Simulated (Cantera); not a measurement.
**Pyrogenic steam for wet oxidation**

An isothermal, constant-pressure homogeneous reactor starts with 26.1 % H2, 14.5 % O2, 59.4 % N2, at 1023 K and 0.133 bar.

Detailed kinetics in Cantera: the H2/O2 subset of GRI-Mech 3.0, which has no nitrogen chemistry. Radical loss at walls, strong at low pressure, is not modelled. The temperature is held fixed by assumption; the heat of reaction is taken as removed at once.

```csv
t (s),x H2,x O2,x H2O,x HO2,x OH,x H,x H2O2
0.000300,0.261,0.145,1.12e-7,1.11e-8,3.87e-9,9.47e-8,2.63e-11
0.000784,0.259,0.144,0.00152,1.29e-5,5.25e-5,0.00117,8.73e-8
0.00205,0.0163,0.0275,0.268,8.74e-6,0.00134,0.0170,1.01e-6
0.00536,0.00337,0.0183,0.295,5.77e-6,0.000404,0.00105,1.20e-6
0.0140,0.000676,0.0170,0.299,3.92e-6,0.000130,6.17e-5,9.71e-7
0.0366,0.000129,0.0167,0.300,1.69e-6,4.93e-5,4.34e-6,4.71e-7
0.0958,2.13e-5,0.0167,0.300,4.00e-7,2.11e-5,3.13e-7,1.56e-7
0.250,2.92e-6,0.0167,0.300,6.78e-8,9.78e-6,2.20e-8,4.59e-8
0.655,4.18e-7,0.0167,0.300,1.26e-8,4.92e-6,1.93e-9,1.38e-8
1.71,9.06e-8,0.0167,0.300,3.31e-9,2.71e-6,2.69e-10,4.58e-9
4.48,2.75e-8,0.0167,0.300,1.11e-9,1.58e-6,5.10e-11,1.65e-9
11.7,9.56e-9,0.0167,0.300,4.35e-10,9.56e-7,1.11e-11,6.23e-10
30.6,3.64e-9,0.0167,0.300,2.30e-10,5.91e-7,2.66e-12,2.43e-10
80.0,1.66e-9,0.0167,0.300,1.90e-10,3.82e-7,<1e-12,1.03e-10
```
x: mole fraction; the columns are a selection and need not sum to one.

Equilibrium at this temperature and pressure: H2 1.09e-9, O2 0.0167, H2O 0.300, HO2 2.09e-10, OH 2.72e-7, H <1e-12, H2O2 5.31e-11 (gas phase only).
